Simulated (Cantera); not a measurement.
A perfectly stirred reactor is fed with CH4 : H2 = 1 : 74 (molar parts), at 20.0 Torr; it is held at 1600 K, and followed from long to short residence time.

Model: GRI-Mech 3.0 (53 species, 325 reactions), integrated in Cantera. GRI-Mech 3.0 stops at C3 and has no aromatics, soot or wall deposition, so with more carbon than oxygen in the feed, carbon stays in small species such as C2H2 where larger ones or solid carbon would form. Radical loss at walls, strong at low pressure, is not modelled.

x: mole fraction; the columns are a selection and need not sum to one.

| τ (s) | x CH4 | x H2 | x CH2 | x C2H4 | x C2H6 | x CH3 |
|---|---|---|---|---|---|---|
| 3.9 | 0.00994 | 0.988 | 1.77e-8 | 9.67e-6 | 2.29e-7 | 6.26e-5 |
| 1.1 | 0.0120 | 0.987 | 1.91e-8 | 8.46e-6 | 3.10e-7 | 7.17e-5 |
| 0.34 | 0.0129 | 0.987 | 1.57e-8 | 6.92e-6 | 2.95e-7 | 6.73e-5 |
| 0.099 | 0.0132 | 0.987 | ? | ? | ? | ? |
| 0.029 | 0.0133 | 0.987 | 1.01e-9 | 4.79e-7 | 3.09e-8 | 1.72e-5 |
| 0.0086 | 0.0133 | 0.987 | 9.60e-11 | 1.89e-8 | 3.01e-9 | 5.30e-6 |
| 0.0025 | 0.0133 | 0.987 | 8.23e-12 | 5.00e-10 | 1.90e-10 | ? |
| 0.00075 | 0.0133 | 0.987 | <1e-12 | 1.43e-11 | 9.07e-12 | 4.81e-7 |

**Question.** Some entries are withheld; supply them.

**Answer.** 
- 0.099, x CH2: 6.74e-9
- 0.099, x C2H4: 3.51e-6
- 0.099, x C2H6: 1.59e-7
- 0.099, x CH3: 4.45e-5
- 0.0025, x CH3: 1.56e-6
